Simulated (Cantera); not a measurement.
# Thermodynamics of aluminium and copper etching, feed Al + HCl

A closed system holds: 1 mol Al, 1.8 mol HCl, held at 75.0 Torr.

Cantera equilibrium calculation (NASA polynomials, part measured and part estimated; ideal gas, pure solids and liquids). Candidate condensed phases: Al, AlCl₃; 12 gas species. The tables' values for AlCl₂ are old estimates; treat these amounts as uncertain. Kinetics and transport are ignored.

```json
[
 {"T (K)": "523", "log p H₂": "-1.13", "log p AlCl₃": "-3.16", "log p Al₂Cl₆": "-1.61", "log p AlCl": "-9.97", "log p AlCl₂": "-9.39", "log p HCl": "-10.51", "n Al(s)": "0.400"},
 {"T (K)": "573", "log p H₂": "-1.13", "log p AlCl₃": "-2.63", "log p Al₂Cl₆": "-1.63", "log p AlCl": "-8.56", "log p AlCl₂": "-8.10", "log p HCl": "-9.44", "n Al(s)": "0.400"},
 {"T (K)": "623", "log p H₂": "-1.14", "log p AlCl₃": "-2.21", "log p Al₂Cl₆": "-1.67", "log p AlCl": "-7.39", "log p AlCl₂": "-7.03", "log p HCl": "-8.56", "n Al(s)": "0.400"},
 {"T (K)": "673", "log p H₂": "-1.15", "log p AlCl₃": "-1.88", "log p Al₂Cl₆": "-1.77", "log p AlCl": "-6.40", "log p AlCl₂": "-6.14", "log p HCl": "-7.83", "n Al(s)": "0.400"},
 {"T (K)": "723", "log p H₂": "-1.18", "log p AlCl₃": "-1.65", "log p Al₂Cl₆": "-1.95", "log p AlCl": "-5.57", "log p AlCl₂": "-5.41", "log p HCl": "-7.21", "n Al(s)": "0.400"},
 {"T (K)": "773", "log p H₂": "-1.20", "log p AlCl₃": "-1.51", "log p Al₂Cl₆": "-2.23", "log p AlCl": "-4.87", "log p AlCl₂": "-4.82", "log p HCl": "-6.70", "n Al(s)": "0.400"},
 {"T (K)": "823", "log p H₂": "-1.21", "log p AlCl₃": "-1.45", "log p Al₂Cl₆": "-2.58", "log p AlCl": "-4.28", "log p AlCl₂": "-4.34", "log p HCl": "-6.27", "n Al(s)": "0.399"}
]
```
log p: log10 of the partial pressure in bar; n: condensed amount in mol.

From 523 K to 823 K the condensed part is Al(s). The main Al-bearing gas is Al₂Cl₆ at 523 K and AlCl₃ at 823 K.
